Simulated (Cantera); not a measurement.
Thermodynamics of oxide etching and cleaning by halides, feed MgO + HCl + H2

Feed: 1 mol MgO, 76 mol HCl, 1.2 mol H2, held at 1.33 mbar.

Method: chemical equilibrium by Gibbs-energy minimisation in Cantera with the NASA 1993 tables (ideal gas, pure condensed phases). Candidate condensed phases: H2O, Mg, MgCl2, MgO, Mg(OH)2; 22 gas species. The numbers say what is thermodynamically allowed, not how fast it happens.

| T (K) | x HCl | x H2 | x H2O | x MgCl2 | x Cl | x H | x OH | n MgO(s) |
|---|---|---|---|---|---|---|---|---|
| 1050 | 0.972 | 0.0155 | 0.00635 | 0.00635 | 1.58e-6 | 2.77e-8 | 3.61e-11 | 0.510 |
| 1125 | 0.963 | 0.0155 | 0.0109 | 0.0109 | 8.34e-6 | 1.52e-7 | 5.54e-10 | 0.158 |
| 1200 | 0.958 | 0.0156 | 0.0130 | 0.0130 | 3.60e-5 | 6.74e-7 | 4.48e-9 | 0 |
| 1275 | 0.958 | 0.0156 | 0.0130 | 0.0130 | 0.000131 | 2.52e-6 | 2.43e-8 | 0 |
| 1350 | 0.958 | 0.0157 | 0.0130 | 0.0130 | 0.000415 | 8.19e-6 | 1.09e-7 | 0 |
| 1425 | 0.957 | 0.0161 | 0.0129 | 0.0129 | 0.00115 | 2.37e-5 | 4.17e-7 | 0 |
| 1500 | 0.954 | 0.0169 | 0.0129 | 0.0129 | 0.00285 | 6.27e-5 | 1.37e-6 | 0 |
| 1575 | 0.949 | 0.0186 | 0.0129 | 0.0129 | 0.00630 | 0.000155 | 3.92e-6 | 0 |
| 1650 | 0.940 | 0.0215 | 0.0129 | 0.0129 | 0.0125 | 0.000365 | 9.85e-6 | 0 |
x: gas mole fraction; n: condensed amount in mol.

From 1050 K to 1125 K the condensed part is MgO(s). From 1200 K to 1650 K nothing is condensed. The main Mg-bearing gas is MgCl2 throughout.
